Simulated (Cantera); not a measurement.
# Pb + O2 + H2 (iron carbonyl, mercury and lead vapours)

Feed: 1 mol Pb, 0.52 mol O2, 7.5 mol H2.

Cantera equilibrium calculation (NASA polynomials, part measured and part estimated; ideal gas, pure solids and liquids). Candidate condensed phases: H2O, Pb, PbO, PbO2, Pb3O4; 12 gas species. Equilibrium is a limit: real reactors are often held back by kinetics, nucleation or transport.

Map the stable condensed phases over T = 475, 575, 675, 775, 875, 975, 1075, 1175, 1275, 1375, 1475, 1575 K and P in Pa = 10, 42, 180, 750, 3200, 13000, 56000, 240000, 1000000.


```
T in K \ P in Pa
              10      42     180     750    3200   13000   56000  240000 1000000
   1575        A       A       A       A       A       A       B       B       B
   1475        A       A       A       A       A       A       B       B       B
   1375        A       A       A       A       A       B       B       B       B
   1275        A       A       A       A       B       B       B       B       B
   1175        A       A       A       B       B       B       B       B       B
   1075        A       A       B       B       B       B       B       B       B
    975        B       B       B       B       B       B       B       B       B
    875        B       B       B       B       B       B       B       B       B
    775        B       B       B       B       B       B       B       B       B
    675        B       B       B       B       B       B       B       B       B
    575        B       B       B       B       B       B       B       B       B
    475        B       B       B       B       B       B       B       B       B
```
A: gas only; B: Pb.
